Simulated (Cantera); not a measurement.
An isothermal, constant-pressure homogeneous reactor starts with 30.3 % NO, 69.7 % N2, at 1800 K and 52.5 Torr.

Computed with Cantera and GRI-Mech 3.0 (53 species, 325 reactions).

One state of this run: x NO = 0.118; x O2 = 0.0926; x N2O = 4.80e-6; x O = 0.000143; x N2 = 0.790. x: mole fraction; the columns are a selection and need not sum to one.

Problem. Which value of t (s) does it belong to?
A. 3.11e-5
B. 70.0
C. 11.2
D. 0.00121

Solution. B, 70.0
